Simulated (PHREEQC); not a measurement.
Copper plating or etch bath (model solution)

Solution (91 °C): 0.27 mol/kgw CuCl2, 0.0034 mol/kgw HCl and 0.00012 mol/kgw NaCl. Closed to the air; pH follows from the charge balance.

The numbers come from PHREEQC with the ion-association model, phreeqc.dat.

Precipitation was switched off in this run.

Problem. What pH, density, activity of water does the model give?

Solution. pH 2.59; density 0.996 g/cm³; activity of water 0.990.

Problem. In which forms is Cu present?

Solution. CuCl+ 68 %, Cu+2 25 %, CuCl2 7.6 % of the Cu.

Constants without temperature data keep their 25 °C values here.
